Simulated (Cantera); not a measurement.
**Hydrocarbon pyrolysis for carbon deposition**

An isothermal, constant-pressure homogeneous reactor starts with 33.3 % C2H6, 66.7 % N2, at 1350 K and 1.70 bar.

Detailed kinetics in Cantera: GRI-Mech 3.0 (53 species, 325 reactions). GRI-Mech 3.0 stops at C3 and has no aromatics, soot or wall deposition, so with more carbon than oxygen in the feed, carbon stays in small species such as C2H2 where larger ones or solid carbon would form.

```json
[
 {"t (s)": "8.00e-6", "x C2H6": "0.333", "x H": "2.00e-6", "x CH4": "0.000134", "x C2H4": "0.000194", "x CH2": "3.20e-9"},
 {"t (s)": "5.55e-5", "x C2H6": "0.317", "x H": "8.59e-6", "x CH4": "0.00212", "x C2H4": "0.0104", "x CH2": "1.56e-8"},
 {"t (s)": "0.000386", "x C2H6": "0.208", "x H": "1.04e-5", "x CH4": "0.0172", "x C2H4": "0.0819", "x CH2": "1.27e-8"},
 {"t (s)": "0.00268", "x C2H6": "0.0167", "x H": "1.02e-5", "x CH4": "0.0556", "x C2H4": "0.184", "x CH2": "2.24e-9"},
 {"t (s)": "0.0186", "x C2H6": "0.00161", "x H": "4.14e-6", "x CH4": "0.0638", "x C2H4": "0.136", "x CH2": "2.52e-10"},
 {"t (s)": "0.129", "x C2H6": "0.000962", "x H": "3.14e-6", "x CH4": "0.0806", "x C2H4": "0.0779", "x CH2": "1.57e-10"},
 {"t (s)": "0.896", "x C2H6": "0.000660", "x H": "1.70e-6", "x CH4": "0.127", "x C2H4": "0.0624", "x CH2": "9.89e-11"},
 {"t (s)": "6.22", "x C2H6": "0.000418", "x H": "8.47e-7", "x CH4": "0.180", "x C2H4": "0.0474", "x CH2": "5.69e-11"},
 {"t (s)": "43.2", "x C2H6": "0.000384", "x H": "7.46e-7", "x CH4": "0.190", "x C2H4": "0.0447", "x CH2": "5.17e-11"},
 {"t (s)": "300", "x C2H6": "0.000384", "x H": "7.46e-7", "x CH4": "0.190", "x C2H4": "0.0447", "x CH2": "5.17e-11"}
]
```
x: mole fraction; the columns are a selection and need not sum to one.

Equilibrium at this temperature and pressure: C2H6 0.000327, H 7.77e-7, CH4 0.182, C2H4 0.0350, CH2 4.58e-11 (gas phase only).
